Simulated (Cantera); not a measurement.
A jet of CH4 : O2 : N2 = 0.054 : 0.13 : 0.79 (molar parts) at 300 K and 46.5 Torr hits a platinum plate 7.7 cm away at a mass flux of 0.033 kg/m²/s; the plate temperature is set and raised in steps from an oxygen-covered start.

Detailed kinetics in Cantera: Deutschmann's 1995 Pt surface mechanism with GRI-Mech 3.0 gas chemistry. Catalytic surfaces can have several steady states; this one follows from the mechanism file's or the stated starting coverage.

x: mole fraction at the wall; θ: surface coverage.

| plate T (K) | wall x CH4 | wall x O2 | wall x H2O | wall x OH | wall x CO | wall x CO2 | θ free Pt | θ O* | θ OH* |
|---|---|---|---|---|---|---|---|---|---|
| 850 | 0.0404 | 0.101 | 0.0284 | [?] | 1.17e-5 | 0.0185 | 0.163 | 0.835 | 0.00129 |
| 900 | 0.0293 | 0.0775 | 0.0491 | [?] | 1.25e-5 | 0.0322 | 0.242 | 0.756 | 0.00157 |
| 950 | 0.0201 | 0.0580 | 0.0661 | [?] | 1.23e-5 | 0.0435 | 0.330 | 0.669 | 0.00163 |
| 1000 | 0.0141 | 0.0454 | 0.0770 | [?] | 1.21e-5 | 0.0508 | 0.418 | 0.581 | 0.00154 |
| 1050 | 0.0104 | 0.0376 | 0.0837 | [?] | 1.24e-5 | 0.0553 | 0.501 | 0.497 | 0.00137 |
| 1100 | 0.00805 | 0.0328 | 0.0877 | [?] | 1.33e-5 | 0.0581 | 0.578 | 0.420 | 0.00119 |
| 1150 | 0.00656 | 0.0298 | 0.0902 | [?] | 1.48e-5 | 0.0598 | 0.648 | 0.351 | 0.00102 |

Task: Fill in the missing entries.

Result: 
- 850, wall x OH: 1.26e-8
- 900, wall x OH: 4.81e-8
- 950, wall x OH: 1.46e-7
- 1000, wall x OH: 3.85e-7
- 1050, wall x OH: 8.97e-7
- 1100, wall x OH: 1.90e-6
- 1150, wall x OH: 3.71e-6
